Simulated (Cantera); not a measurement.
Cantera run:

```python
import numpy as np
import cantera as ct

gas_names = [...]  # 113 gases of nasa_gas.yaml made of C, H, O, Ti
cond_names = """
    C(gr) C6H6(L) C7H8(L) C8H18(L),n-octa H2O(s) H2O(L) Ti(a) Ti(b) Ti(L) TiC(s) TiC(L) TiO(a) TiO(b)
    TiO(L) TiO2(ru) TiO2(L) Ti2O3(a) Ti2O3(b) Ti2O3(L) Ti3O5(a) Ti3O5(b) Ti3O5(L) Ti4O7(s) Ti4O7(L)
""".split()


# ... load() reads the species with a 1 bar reference pressure and builds the phases ...
atoms = {
    'Ti(OiPr)4': {'Ti': 1, 'C': 12, 'H': 28, 'O': 4},
    'O2': {'O': 2},
    'H2O': {'H': 2, 'O': 1},
}
top_T = {'C(gr)': 4500}  # K; cautious upper limits of use, not melting points


# ... equilibrate(T, P, feed) seeds the gas with the atoms and calls Mixture.equilibrate('TP', solver="vcs", rtol=1e-11, max_steps=5000) ...
results = []
feed = {'Ti(OiPr)4': 1, 'O2': 0.5, 'H2O': 10}  # mol
P = 13  # Pa
for T in [1175, 1275, 1375, 1475, 1575, 1675, 1775]:
    mix = equilibrate(T, P, feed)
    results.append((T, P, feed, dict(zip(mix.species_names, mix.species_moles))))
    x = sorted(zip(gas.X, gas.species_names), reverse=True)
    print(f"T = {T:g} K  P = {P:g} Pa  gas = {mix.phase_moles(0):.4g} mol")
    print("   x: " + "  ".join(f"{s} {v:.3e}" for v, s in x if v > 1e-06))
    print("   condensed (mol): " + ("  ".join(f"{mix.phase(i).name} {mix.phase_moles(i):.4g}"
          for i in range(1, mix.n_phases) if mix.phase_moles(i) > 1e-12) or "none"))
```

Output:

```
T = 1175 K  P = 13 Pa  gas = 36 mol
   x: H2 6.467e-01  CO 3.255e-01  H2O 1.994e-02  CO2 7.840e-03  H 8.646e-06
   condensed (mol): TiO2(ru) 1
T = 1275 K  P = 13 Pa  gas = 36 mol
   x: H2 6.453e-01  CO 3.268e-01  H2O 2.129e-02  CO2 6.484e-03  H 5.194e-05
   condensed (mol): TiO2(ru) 1
T = 1375 K  P = 13 Pa  gas = 36 mol
   x: H2 6.442e-01  CO 3.278e-01  H2O 2.229e-02  CO2 5.486e-03  H 2.412e-04
   condensed (mol): TiO2(ru) 1
T = 1475 K  P = 13 Pa  gas = 36.02 mol
   x: H2 6.429e-01  CO 3.284e-01  H2O 2.303e-02  CO2 4.738e-03  H 9.121e-04
   condensed (mol): TiO2(ru) 1
T = 1575 K  P = 13 Pa  gas = 36.05 mol
   x: H2 6.407e-01  CO 3.287e-01  H2O 2.357e-02  CO2 4.167e-03  H 2.917e-03  OH 3.898e-06
   condensed (mol): TiO2(ru) 1
T = 1675 K  P = 13 Pa  gas = 36.15 mol
   x: H2 6.300e-01  CO 3.273e-01  H2O 2.988e-02  H 8.083e-03  CO2 4.682e-03  OH 1.854e-05  TiO2 1.312e-06
   condensed (mol): Ti4O7(s) 0.25
T = 1775 K  P = 13 Pa  gas = 36.37 mol
   x: H2 6.199e-01  CO 3.257e-01  H2O 3.006e-02  H 1.999e-02  CO2 4.246e-03  OH 6.037e-05  TiO2 1.365e-05  TiO 1.665e-06  O 1.519e-06
   condensed (mol): Ti4O7(s) 0.2499
```

Equilibrium computed with Cantera from the NASA thermochemical tables; the gas is ideal and each condensed phase is pure. The feed counts by its element totals alone. Condensed phases not in the tables: Magnéli phases beyond Ti4O7.
